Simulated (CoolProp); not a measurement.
Computed with CoolProp (reference Helmholtz-energy equation of state, de Reuck 1993).

Problem. For methanol, give the phase and the speed of sound (m/s), viscosity (µPa s) at 543.3 K and 1900 kPa; 598.1 K and 1900 kPa; 620 K and 1900 kPa.

Solution. 
- 543.3 K and 1900 kPa: gas; speed of sound 384, viscosity 17.7
- 598.1 K and 1900 kPa: gas; speed of sound 405, viscosity 19.6
- 620 K and 1900 kPa: gas; speed of sound 412, viscosity 20.4

Viscosity comes from a separate model (Xiang 2006).
